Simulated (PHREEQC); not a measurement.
# Brine

Solution (25 °C): 1.3 mol/kgw H2SO4 and 1.5 mol/kgw FeCl2. Closed to the air; pH follows from the charge balance.

All values are PHREEQC results (Pitzer model, pitzer.dat), not measurements.

This is a speciation only: nothing precipitates in the calculation.

Question: Estimate the pH, density, ionic strength.

Answer: pH -0.86; density 1.214 g/cm³; ionic strength 6.77 mol/kgw.

Question: In which forms is S present?

Answer: HSO4- 63 %, SO4-2 37 % of the S.

Species that the database lacks are ignored. In brines, pH and single-ion activities rest on the MacInnes convention.
